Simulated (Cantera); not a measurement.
A Cantera script and what it prints.

```python
import numpy as np
import cantera as ct

gas_names = """
    B BF BF2 BF3 BN B2 F F2 N NF NF2 NF3 N2
""".split()
cond_names = """
    B(b) B(L) BN(s)
""".split()


def load(file, names, dense=False):
    # The tables refer to 1 bar. Condensed volumes are neglected.
    table = {s.name: s for s in ct.Species.list_from_file(file)}
    out = []
    for n in names:
        d = dict(table[n].input_data)
        d["thermo"] = dict(d["thermo"], **{"reference-pressure": 1e5})
        if dense:
            d["equation-of-state"] = {"model": "constant-volume", "density": "1e6 g/cm^3"}
        out.append(ct.Species.from_dict(d))
    return out


gas = ct.Solution(thermo="ideal-gas", species=load("nasa_gas.yaml", gas_names))
cond = {s.name: ct.Solution(thermo="fixed-stoichiometry", species=[s], name=s.name)
        for s in load("nasa_condensed.yaml", cond_names, dense=True)}
atoms = {
    'BN': {'B': 1, 'N': 1},
    'NF3': {'N': 1, 'F': 3},
}
top_T = {'BN(s)': 3200}  # K; cautious upper limits of use, not melting points


def equilibrate(T, P, feed):
    n = {}
    for name, mol in feed.items():
        for a, k in atoms[name].items():
            n[a] = n.get(a, 0.0) + k * mol
    gas.TPX = T, P, n
    mass = sum(n.values()) * gas.mean_molecular_weight
    gas.equilibrate("TP")
    valid = [c for c in cond.values() if c.min_temp <= T <= top_T.get(c.name, c.max_temp)]
    mix = ct.Mixture([(gas, mass / gas.mean_molecular_weight)] + [(c, 0.0) for c in valid])
    mix.T, mix.P = T, P
    mix.equilibrate("TP", solver="vcs", rtol=1e-11, max_steps=5000)
    return mix


results = []
feed = {'BN': 1, 'NF3': 2.5}  # mol
T = 1348  # K
P = 70000  # Pa
mix = equilibrate(T, P, feed)
results.append((T, P, feed, dict(zip(mix.species_names, mix.species_moles))))
print(gas.report(threshold=1e-05))
for i in range(1, mix.n_phases):
    print(f"{mix.phase(i).name:16s} {mix.phase_moles(i):12.5e} mol")
```

Output:

```
       temperature   1348 K
          pressure   70000 Pa
           density   0.19166 kg/m^3
  mean mol. weight   30.687 kg/kmol
   phase of matter   gas

                          1 kg             1 kmol
                     ---------------   ---------------
          enthalpy       -3.2314e+06        -9.916e+07  J
   internal energy       -3.5966e+06       -1.1037e+08  J
           entropy            8092.5        2.4833e+05  J/K
    Gibbs function        -1.414e+07       -4.3391e+08  J
 heat capacity c_p            1140.2             34989  J/K
 heat capacity c_v            869.25             26675  J/K

                      mass frac. Y      mole frac. X     chem. pot. / RT
                     ---------------   ---------------   ---------------
               BF3           0.33513           0.15167           -139.71
                 F           0.29931           0.48346           -15.031
                F2           0.12307          0.099397           -30.062
               NF3        0.00020193        8.7273e-05            -58.78
                N2           0.24227           0.26538           -27.373
     [   +8 minor]        8.7592e-06        5.1691e-06

B(b)              0.00000e+00 mol
BN(s)             0.00000e+00 mol
```

These are equilibrium values from Cantera (NASA tables, ideal gas, pure condensed phases), not measurements of a reactor.
